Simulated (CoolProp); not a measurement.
Vapour-liquid equilibrium of propane (1) + isobutene (2) at 1.28 bar; x and y are mole fractions of (1).

Values from CoolProp's multi-fluid Helmholtz-energy mixture model, Lemmon 2009 and Lemmon 2005; pair parameters Bell 2016.

```json
[
 {"x": "0.05", "bubble temperature, mixture model (°C)": "-5.5", "bubble temperature, Raoult's law (°C)": "-4.2", "y, mixture model": "___", "y, Raoult's law": "0.163"},
 {"x": "0.2", "bubble temperature, mixture model (°C)": "___", "bubble temperature, Raoult's law (°C)": "-12.6", "y, mixture model": "0.517", "y, Raoult's law": "0.494"},
 {"x": "0.35", "bubble temperature, mixture model (°C)": "-20.7", "bubble temperature, Raoult's law (°C)": "-19.2", "y, mixture model": "0.681", "y, Raoult's law": "0.689"},
 {"x": "0.5", "bubble temperature, mixture model (°C)": "-25.2", "bubble temperature, Raoult's law (°C)": "-24.5", "y, mixture model": "___", "y, Raoult's law": "0.811"},
 {"x": "0.65", "bubble temperature, mixture model (°C)": "-29.1", "bubble temperature, Raoult's law (°C)": "-28.8", "y, mixture model": "0.872", "y, Raoult's law": "0.892"},
 {"x": "0.8", "bubble temperature, mixture model (°C)": "-32.6", "bubble temperature, Raoult's law (°C)": "-32.5", "y, mixture model": "0.937", "y, Raoult's law": "0.948"},
 {"x": "0.95", "bubble temperature, mixture model (°C)": "-35.7", "bubble temperature, Raoult's law (°C)": "-35.7", "y, mixture model": "___", "y, Raoult's law": "0.989"}
]
```

### Question
Fill in the missing entries.

### Answer

- 0.05, y, mixture model: 0.195
- 0.2, bubble temperature, mixture model (°C): -14.8
- 0.5, y, mixture model: 0.790
- 0.95, y, mixture model: 0.987

The largest gap from Raoult's law is -2.2 K in bubble temperature, at x = 0.2. No azeotrope shows between x = 0.05 and 0.95.

The pair parameters rest on a limited set of measurements; away from them the model extrapolates.
